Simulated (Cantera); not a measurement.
Reactions in the system C-H

Standard-state values (1 bar) from the NASA 1993 polynomials, evaluated with Cantera. Values are per mole of reaction as written; species without (g) are pure solids or liquids, kept so even where they would boil at 1 bar.

2 C3H8(g) + H2(g) ⇌ 3 C2H6(g)

| T (K) | ΔH° (kJ) | ΔS° (J/K) | ΔG° (kJ) | log10 K |
|---|---|---|---|---|
| 1898 | -61.1 | -10.9 | -40.5 | 1.12 |
| 1923 | -61.2 | -10.9 | -40.3 | 1.09 |
| 1948 | -61.3 | -11.0 | -40.0 | 1.07 |
| 1973 | -61.4 | -11.0 | -39.7 | 1.05 |
| 1998 | -61.5 | -11.1 | -39.4 | 1.03 |
| 2023 | -61.6 | -11.1 | -39.2 | 1.01 |
| 2048 | -61.7 | -11.2 | -38.9 | 0.99 |
| 2073 | -61.8 | -11.2 | -38.6 | 0.97 |

C3H8(g) ⇌ 4 H2(g) + 3 C

```
T (K)  ΔH° (kJ)  ΔS° (J/K)  ΔG° (kJ)  log10 K
-----  --------  ---------  --------  -------
1898      128.8      320.6    -479.8    13.20
1923      128.6      320.5    -487.8    13.25
1948      128.3      320.4    -495.8    13.29
1973      128.1      320.3    -503.8    13.34
1998      127.8      320.1    -511.8    13.38
2023      127.6      320.0    -519.8    13.42
2048      127.3      319.9    -527.8    13.46
2073      127.0      319.7    -535.8    13.50
```

H2(g) ⇌ 2 H(g)

```
T (K)  ΔH° (kJ)  ΔS° (J/K)  ΔG° (kJ)  log10 K
-----  --------  ---------  --------  -------
1898      453.0      119.7     225.8    -6.21
1923      453.2      119.8     222.8    -6.05
1948      453.4      119.9     219.8    -5.89
1973      453.6      120.0     216.8    -5.74
1998      453.7      120.1     213.8    -5.59
2023      453.9      120.2     210.8    -5.44
2048      454.1      120.3     207.8    -5.30
2073      454.3      120.4     204.8    -5.16
```

C + 4 C2H6(g) ⇌ 3 C3H8(g)

```tsv
T (K)	ΔH° (kJ)	ΔS° (J/K)	ΔG° (kJ)	log10 K
1898	38.6	-92.4	214.0	-5.89
1923	38.8	-92.3	216.3	-5.87
1948	39.0	-92.2	218.6	-5.86
1973	39.2	-92.1	220.9	-5.85
1998	39.5	-92.0	223.2	-5.83
2023	39.7	-91.8	225.5	-5.82
2048	39.9	-91.7	227.8	-5.81
2073	40.1	-91.6	230.1	-5.80
```
